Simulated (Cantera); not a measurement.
## Thermodynamics of carbon deposition, reforming and gasification, feed C3H8 + CO2 + H2

Charge: 1 mol C3H8, 0.69 mol CO2, 2 mol H2, equilibrated at 4.50 bar.

Equilibrium computed with Cantera from the NASA thermochemical tables; the gas is ideal and each condensed phase is pure. Candidate condensed phases: C, C6H6, C7H8, C8H18, H2O; 110 gas species. Equilibrium is a limit: real reactors are often held back by kinetics, nucleation or transport.

From 1225 K to 2125 K the condensed part is C(graphite). The main C-bearing gas is CO throughout. The share of C in condensed phases is highest at 1900 K (62.2 %) and lowest at 1225 K (58.6 %).

```csv
T (K),log p H2,log p CO,log p CH4,log p H2O,log p CO2,n C(graphite)
1225,0.54,-0.09,-0.80,-1.26,-2.06,2.16
1300,0.55,-0.08,-1.01,-1.57,-2.45,2.20
1375,0.55,-0.08,-1.19,-1.86,-2.80,2.23
1450,0.56,-0.07,-1.37,-2.12,-3.13,2.25
1525,0.56,-0.07,-1.52,-2.36,-3.42,2.27
1600,0.56,-0.07,-1.67,-2.57,-3.68,2.28
1675,0.56,-0.07,-1.80,-2.77,-3.92,2.29
1750,0.56,-0.07,-1.92,-2.95,-4.14,2.29
1825,0.56,-0.07,-2.03,-3.11,-4.34,2.29
1900,0.56,-0.07,-2.13,-3.26,-4.52,2.29
1975,0.56,-0.07,-2.22,-3.40,-4.69,2.29
2050,0.56,-0.07,-2.31,-3.53,-4.84,2.29
2125,0.56,-0.07,-2.38,-3.65,-4.99,2.28
```
log p: log10 of the partial pressure in bar; n: condensed amount in mol.
